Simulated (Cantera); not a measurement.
Charge: 1 mol Fe3O4, 1.1 mol CH4, 0.42 mol H2, equilibrated at 1200 K and 1000 Pa.

Equilibrium computed with Cantera from the NASA thermochemical tables; the gas is ideal and each condensed phase is pure. Candidate condensed phases: C, C6H6, C7H8, C8H18, Fe, Fe(CO)5, FeO, Fe(OH)2, Fe(OH)3, Fe2O3, Fe3O4, H2O; 114 gas species. Mutual solubility and eutectic melting of coexisting phases are not modelled. The tables' stoichiometric FeO is somewhat more stable than real wüstite, so its field is too wide. FeO: taken at fixed stoichiometry. Equilibrium is a limit: real reactors are often held back by kinetics, nucleation or transport.

Base state: H2 0.551, CO 0.246, H2O 0.153, CO2 0.0497 (mole fractions); condensed: Fe(γ) + FeO(s).

Problem. What changes in the equilibrium state with this change: Fe3O4 replaced by TiO2?

Solution. 
```tsv
species	before	after
H2	0.551	0.858
CO	0.246	0.142
CH4	1.11e-8	0.000116
H2O	0.153	3.17e-5
CO2	0.0497	3.82e-6
Fe(γ), mol	0.853	0
FeO(s), mol	2.15	0
C(graphite), mol	0	0.605
TiC(s), mol	0	0.0607
Ti3O5(s), mol	0	0.313
```
TiC: taken at fixed stoichiometry. Further candidate phases: Ti, TiC, TiO, TiO2, Ti2O3, Ti3O5, Ti4O7.

Problem. What changes in the equilibrium state with this change: temperature from 1200 K to 2398.15 K?

Solution. 
```
species       before     after
-----------  -------  --------
Fe           4.96e-9     0.345
H2O            0.153     0.247
CO             0.246     0.126
H2             0.551     0.120
FeO            <1e-9    0.0313
OH           3.24e-9    0.0206
H            1.47e-6    0.0546
CO2           0.0497    0.0440
O              <1e-9   0.00629
O2             <1e-9   0.00537
Fe(OH)2      6.45e-8  0.000422
Fe(γ), mol     0.853         0
FeO(s), mol     2.15         0
FeO(l), mol        0     0.565
```
